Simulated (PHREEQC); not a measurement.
Consider water at 25 °C with 0.024 mol NH3, 0.0043 mol CO2 and 0.0015 mol Na2CO3 per kg of water. Closed to the air; pH follows from the charge balance.

The numbers come from PHREEQC with the ion-association model, phreeqc.dat.

This is a speciation only: nothing precipitates in the calculation.

Problem. Estimate the pH.

Solution. pH 9.89.

Problem. In which forms is Na present?

Solution. Na+ 98 %, NaCO3- 2.3 % of the Na.
